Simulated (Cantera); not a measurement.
Cantera run, input and output.

```python
import numpy as np
import cantera as ct

gas = ct.Solution("gri30.yaml")
gas.TPX = 1950, 70000, {'C2H6': 1, 'N2': 190}
inlet = ct.Reservoir(gas, clone=True)

reactor = ct.IdealGasConstPressureReactor(gas, energy="off", clone=False)
exhaust = ct.Reservoir(gas, clone=True)
tau = [8.6, 3.1, 1.2, 0.42, 0.15, 0.056, 0.021, 0.0075, 0.0028][0]
for a, b in ((inlet, reactor), (reactor, exhaust)):
    ct.MassFlowController(a, b, mdot=lambda t: reactor.mass / tau)
net = ct.ReactorNet([reactor])
show = ['C2H6', 'CH4', 'HCN', 'CH3', 'C2H4']

rows = []
print(f"{'tau/s':>10s}{'T/K':>9s}" + "".join(f"{s:>11s}" for s in show))
for tau in [8.6, 3.1, 1.2, 0.42, 0.15, 0.056, 0.021, 0.0075, 0.0028]:
    net.initial_time = 0.0
    net.advance(30 * tau)
    before = gas.X
    net.advance(40 * tau)
    drift = np.max(np.abs(gas.X - before) / (gas.X + 1e-9))
    rows.append([gas.T, *gas[show].X, drift])
    print(f"{tau:10.3e}{gas.T:9.1f}" + "".join(f"{x:11.3e}" for x in gas[show].X))
```

Result:

```
     tau/s      T/K       C2H6        CH4        HCN        CH3       C2H4
 8.600e+00   1950.0  5.838e-09  2.369e-05  2.853e-03  6.465e-06  2.834e-07
 3.100e+00   1950.0  1.630e-08  4.045e-05  2.376e-03  1.116e-05  3.824e-07
 1.200e+00   1950.0  4.235e-08  6.599e-05  1.858e-03  1.857e-05  6.174e-07
 4.200e-01   1950.0  1.212e-07  1.106e-04  1.312e-03  3.230e-05  1.313e-06
 1.500e-01   1950.0  3.376e-07  1.761e-04  8.938e-04  5.467e-05  3.160e-06
 5.600e-02   1950.0  8.906e-07  2.614e-04  6.172e-04  8.891e-05  7.617e-06
 2.100e-02   1950.0  2.311e-06  3.656e-04  4.357e-04  1.419e-04  1.805e-05
 7.500e-03   1950.0  6.198e-06  4.873e-04  3.099e-04  2.286e-04  4.296e-05
 2.800e-03   1950.0  1.572e-05  6.076e-04  2.249e-04  3.579e-04  9.457e-05
```

Computed with Cantera and GRI-Mech 3.0 (53 species, 325 reactions). GRI-Mech 3.0 stops at C3 and has no aromatics, soot or wall deposition, so with more carbon than oxygen in the feed, carbon stays in small species such as C2H2 where larger ones or solid carbon would form.
